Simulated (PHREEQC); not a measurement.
Solution (25 °C): 0.0016 mol HF, 0.0048 mol NaF and 3.1e-05 mol H3PO4 per kg of water. Closed to the air; pH follows from the charge balance.

Model: ion-association model, wateq4f.dat, run in PHREEQC.

Precipitation was switched off in this run.

### Question
What pH does the model give?

### Answer
pH 3.70.

### Question
In which forms is P present?

### Answer
H2PO4- 97 %, H3PO4 2.7 % of the P.

H3PO4, which wateq4f.dat lacks, is added to it with the constant of phreeqc.dat.
